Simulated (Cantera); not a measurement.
Mixture: H2 : O2 : N2 : H2O = 1 : 0.667 : 2.51 : 1.2 (molar parts), at 390000 Pa, adiabatic and at constant volume. Ignition delay is the time to a rise of 400 K.

Computed with Cantera and the H2/O2 subset of GRI-Mech 3.0, which has no nitrogen chemistry. The hydrogen kinetics of GRI-Mech 3.0 are dated; newer H2 mechanisms differ, most at raised pressure.

Task: At T0 = 1100 K, what is the delay, and which 6 reactions control it most (d ln τ / d ln k, from doubling and halving each rate constant)?

Result: The delay is 2.57 ms.
| reaction | d ln τ / d ln k | faster rate |
|---|---|---|
| H + O2 <=> O + OH | -0.78 | shortens it |
| H + O2 + H2O <=> HO2 + H2O | 0.52 | lengthens it |
| H + H2O2 <=> H2 + HO2 | -0.46 | shortens it |
| 2 OH (+M) <=> H2O2 (+M) | -0.41 | shortens it |
| H + HO2 <=> 2 OH | -0.09 | shortens it |
| H + O2 + N2 <=> HO2 + N2 | 0.09 | lengthens it |
